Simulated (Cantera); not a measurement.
Charge: 1 mol Si₃N₄, 11 mol F₂, 32 mol N₂, held at 1.00 bar.

Cantera equilibrium calculation (NASA polynomials, part measured and part estimated; ideal gas, pure solids and liquids). Candidate condensed phases: Si, Si₃N₄; 16 gas species. The numbers say what is thermodynamically allowed, not how fast it happens.

Task: At 602 °C, list the 5 most abundant gas species with their mole fractions, and the condensed phases.

Result: N₂ 0.821, SiF₄ 0.0744, F₂ 0.0550, NF₃ 0.0441, F 0.00560. Condensed: gas only.
